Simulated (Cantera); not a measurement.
Stirred combustor or abatement burner

A perfectly stirred reactor is fed with H₂ : O₂ : N₂ : H₂O = 1 : 1.02 : 3.84 : 0.51 (molar parts), at 1200 Torr; it is adiabatic with a 548 K inlet, and is followed from long to short residence time, starting on the burning branch (τ in s: 0.022, 0.011, 0.0055, 0.0027, 0.0014, 0.00068, 0.00034, 0.00017, 8.4e-05, 4.2e-05).

Computed with Cantera and the H2/O2 subset of GRI-Mech 3.0, which has no nitrogen chemistry.

```tsv
τ (s)	T (K)	x H₂	x O₂	x H₂O	x H₂O₂	x HO₂	x H	x OH
0.022	1703	0.000291	0.0882	0.256	3.11e-7	4.66e-6	2.43e-5	0.00149
0.011	1699	0.000459	0.0882	0.256	4.19e-7	7.10e-6	4.80e-5	0.00185
0.0055	1694	0.000724	0.0881	0.255	5.61e-7	1.08e-5	9.53e-5	0.00230
0.0027	1687	0.00115	0.0881	0.254	7.53e-7	1.64e-5	0.000192	0.00286
0.0014	1677	0.00177	0.0880	0.253	9.85e-7	2.36e-5	0.000365	0.00346
0.00068	1661	0.00281	0.0881	0.251	1.33e-6	3.45e-5	0.000727	0.00420
0.00034	1637	0.00434	0.0883	0.248	1.80e-6	4.80e-5	0.00138	0.00495
0.00017	1603	0.00666	0.0889	0.244	2.52e-6	6.46e-5	0.00252	0.00561
8.4e-5	1551	0.0104	0.0902	0.239	3.74e-6	8.47e-5	0.00443	0.00602
4.2e-5	1478	0.0167	0.0931	0.229	6.00e-6	0.000109	0.00711	0.00590
```
x: mole fraction; the columns are a selection and need not sum to one.
